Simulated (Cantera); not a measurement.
**Diamond growth**

A diamond (100) surface in a fixed gas of H2 with x(CH4) = 0.012, x(CH3) = 1.8e-05, at 998 K, 23.3 Torr; coverages are run to steady state.

Computed with Cantera and the Harris–Goodwin 1993 mechanism for the reconstructed diamond (100) surface.

```json
[
 {"x(H)": "0.0001", "growth (µm/h)": "0.0594", "θ c6HH": "0.616", "θ c6H*": "0.0163", "θ c6*H": "0.336", "θ c6**": "0.00482", "θ c6HM": "0.0194"},
 {"x(H)": "0.00022", "growth (µm/h)": "0.111", "θ c6HH": "0.601", "θ c6H*": "0.0171", "θ c6*H": "0.352", "θ c6**": "0.00669", "θ c6HM": "0.0167"},
 {"x(H)": "0.00049", "growth (µm/h)": "0.172", "θ c6HH": "0.596", "θ c6H*": "0.0176", "θ c6*H": "0.362", "θ c6**": "0.00806", "θ c6HM": "0.0117"},
 {"x(H)": "0.0011", "growth (µm/h)": "0.225", "θ c6HH": "0.596", "θ c6H*": "0.0179", "θ c6*H": "0.368", "θ c6**": "0.00889", "θ c6HM": "0.00687"},
 {"x(H)": "0.0024", "growth (µm/h)": "0.258", "θ c6HH": "0.597", "θ c6H*": "0.0180", "θ c6*H": "0.371", "θ c6**": "0.00932", "θ c6HM": "0.00363"},
 {"x(H)": "0.0052", "growth (µm/h)": "0.277", "θ c6HH": "0.598", "θ c6H*": "0.0181", "θ c6*H": "0.372", "θ c6**": "0.00953", "θ c6HM": "0.00180"},
 {"x(H)": "0.011", "growth (µm/h)": "0.286", "θ c6HH": "0.598", "θ c6H*": "0.0182", "θ c6*H": "0.373", "θ c6**": "0.00963", "θ c6HM": "0.000878"},
 {"x(H)": "0.025", "growth (µm/h)": "0.291", "θ c6HH": "0.598", "θ c6H*": "0.0183", "θ c6*H": "0.373", "θ c6**": "0.00969", "θ c6HM": "0.000393"},
 {"x(H)": "0.055", "growth (µm/h)": "0.294", "θ c6HH": "0.598", "θ c6H*": "0.0185", "θ c6*H": "0.373", "θ c6**": "0.00974", "θ c6HM": "0.000180"}
]
```
θ: site fractions in the mechanism's names (c6HH fully hydrogenated, c6H* and c6*H radical sites, c6** diradical, c6HM methylated).
